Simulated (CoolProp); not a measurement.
The numbers come from the reference Helmholtz-energy equation of state, Span 2000 in CoolProp.

### Question
For nitrogen, give the phase and the Z, cp (kJ/(kg K)), cv (kJ/(kg K)), expansivity (1/kK) at -185.75 °C and 154 kPa; -185.75 °C and 309 kPa; -185.75 °C and 1700 kPa.

### Answer
- -185.75 °C and 154 kPa: gas; Z 0.954, cp 1.12, cv 0.769, expansivity 13.1
- -185.75 °C and 309 kPa: liquid; Z 0.0157, cp 2.11, cv 1.03, expansivity 6.73
- -185.75 °C and 1700 kPa: liquid; Z 0.0859, cp 2.08, cv 1.03, expansivity 6.45
